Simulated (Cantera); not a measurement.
Cantera with NASA thermochemical tables; ideal gases at 1 bar, condensed phases pure. Values are per mole of reaction as written; species without (g) are pure solids or liquids, kept so even where they would boil at 1 bar.

### Question
Between 300 and 1773 K, where is each reaction favourable under standard conditions?
- 2 H(g) + 2 CaCl₂ + H₂O₂(g) → 4 HCl(g) + 2 CaO

### Answer
- 2 H(g) + 2 CaCl₂ + H₂O₂(g) → 4 HCl(g) + 2 CaO: ΔG° is -393 kJ at 300 K and -513 kJ at 1773 K; it stays negative (K > 1). ΔH° is -480 kJ and ΔS° 19 J/K at 1773 K.
